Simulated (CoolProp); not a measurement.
Carbon monoxide at 293.15 K and 0.366 MPa is throttled through a valve to 0.133 MPa with no heat exchange. Each further row changes one setting.

The numbers come from the reference Helmholtz-energy equation of state, Lemmon 2006 in CoolProp. It is a short technical equation, of lower accuracy than the large ones.

| case | temperature change (K) | final density (kg/m³) |
|---|---|---|
| as stated | -0.6 | 1.53 |
| outlet pressure 0.0399 MPa | -0.9 | 0.460 |
| outlet pressure 0.173 MPa | -0.5 | 1.99 |
